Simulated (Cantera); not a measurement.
Feed: 1 mol BF3, 2.1 mol H2, 8.1 mol O2, at 848.15 K and 0.133 bar.

Cantera equilibrium calculation (NASA polynomials, part measured and part estimated; ideal gas, pure solids and liquids). Candidate condensed phases: B, B2O3, B3O3H3, H2O; 43 gas species. Gases not in the tables: H3BO3. Equilibrium is a limit: real reactors are often held back by kinetics, nucleation or transport.

Base state: O2 0.688, H2O 0.170, BF3 0.0706, HF 0.0641, B3O3F3 0.00557, (HBO2)3 0.00172 (mole fractions); condensed: B2O3(l).

Problem. What changes in the equilibrium state with this change: O2 from 8.1 to 1.3 mol?

Solution. 
| species | before | after |
|---|---|---|
| H2O | 0.170 | 0.517 |
| BF3 | 0.0706 | 0.220 |
| HF | 0.0641 | 0.166 |
| O2 | 0.688 | 0.0729 |
| B3O3F3 | 0.00557 | 0.0158 |
| (HBO2)3 | 0.00172 | 0.00788 |
| B2O3(l), mol | 0.0260 | 0 |

Problem. What changes in the equilibrium state with this change: O2 from 8.1 to 0.053 mol?

Solution. 
```
species        before    after
------------  -------  -------
H2              <1e-9    0.639
BF3            0.0706    0.301
HF             0.0641   0.0382
O2              0.688    <1e-9
H2O             0.170   0.0148
(HBO2)3       0.00172  6.11e-6
B3O3F3        0.00557  0.00636
B2O3(l), mol   0.0260        0
```
